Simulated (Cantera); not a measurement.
Feed: 1 mol SiH2Cl2, 1.4 mol HCl, 170 mol H2, at 552 °C and 71000 Pa.

These are equilibrium values from Cantera (NASA tables, ideal gas, pure condensed phases), not measurements of a reactor. Candidate condensed phases: Si; 19 gas species. Equilibrium is a limit: real reactors are often held back by kinetics, nucleation or transport.

Base state: H2 0.993, SiHCl3 0.00318, SiCl4 0.00213, HCl 0.000824, SiH2Cl2 0.000400, SiH3Cl 1.18e-5 (mole fractions); condensed: Si(s).

Q: What changes in the equilibrium state with this change: H2 from 170 to 37 mol?

A: 
```
species       before     after
----------  --------  --------
H2             0.993     0.974
SiCl4        0.00213    0.0121
SiHCl3       0.00318    0.0116
SiCl3        4.28e-6   1.57e-5
SiH2Cl2     0.000400  0.000934
Si(s), mol    0.0122    0.0293
```
The tables' values for SiCl3 are old estimates; treat these amounts as uncertain.
